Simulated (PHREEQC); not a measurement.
Solution (25 °C): 0.69 mol/kgw K2CO3, 0.96 mol/kgw KCl and 2.6 mol/kgw KBr. Closed to the air; pH follows from the charge balance.

All values are PHREEQC results (Pitzer model, pitzer.dat), not measurements.

No solid was allowed to form.

Problem. Predict the pH, density.

Solution. pH 11.78; density 1.278 g/cm³.

In brines, pH and single-ion activities rest on the MacInnes convention.
